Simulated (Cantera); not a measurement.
Input: 1 mol Si, 1.9 mol HCl, 4.2 mol H2, at 0.133 bar.

Cantera equilibrium calculation (NASA polynomials, part measured and part estimated; ideal gas, pure solids and liquids). Candidate condensed phases: Si; 19 gas species. The tables' values for SiCl3, SiCl are old estimates; treat these amounts as uncertain. Rates play no part. All values below are at 1648 K.

Base state: H2 0.780, HCl 0.133, SiCl2 0.0806, SiCl3 0.00466, SiCl4 0.000593, SiHCl3 0.000580, H 0.000215, SiH2Cl2 9.69e-5 (mole fractions); condensed: Si(s).

Q: What changes in the equilibrium state with this change: pressure from 0.133 bar to 1 atm?

A: 
```json
[
 {"species": "H2", "before": "0.780", "after": "0.791"},
 {"species": "HCl", "before": "0.133", "after": "0.123"},
 {"species": "SiCl2", "before": "0.0806", "after": "0.0685"},
 {"species": "SiCl3", "before": "0.00466", "after": "0.0101"},
 {"species": "SiH3Cl", "before": "4.87e-6", "after": "3.48e-5"},
 {"species": "SiH2Cl2", "before": "9.69e-5", "after": "0.000634"},
 {"species": "Si(s), mol", "before": "0.474", "after": "0.482"}
]
```
The tables' values for SiCl3 are old estimates; treat these amounts as uncertain.
